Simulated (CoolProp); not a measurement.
Ethylene at several states: density (kg/m³) from the reference equation and from simpler models built on Tc = 282.4 K, pc = 50.42 bar, ω = 0.087; each cubic takes its own stable root.

Computed with CoolProp (reference Helmholtz-energy equation of state, Smukala 2000).

```
T (K)  p (bar)          phase  reference
-----  -------  -------------  ---------
247.3     1.05            gas      1.448
203.7      282         liquid      551.3
306.9     50.9  supercritical      83.13
145.6     40.3         liquid      603.5
```

**Question.** How far does each simpler model (Redlich-Kwong, Soave-Redlich-Kwong, Peng-Robinson) lie from the reference over these 4 states: mean and median of the absolute difference, and the worst?

**Answer.** 
- Redlich-Kwong: mean 1.6 %, median 1.6 %, worst -3.2 % at 145.6 K and 40.3 bar
- Soave-Redlich-Kwong: mean 1.6 %, median 1.5 %, worst -3.5 % at 145.6 K and 40.3 bar
- Peng-Robinson: mean 5.5 %, median 6.2 %, worst +9.6 % at 203.7 K and 282 bar
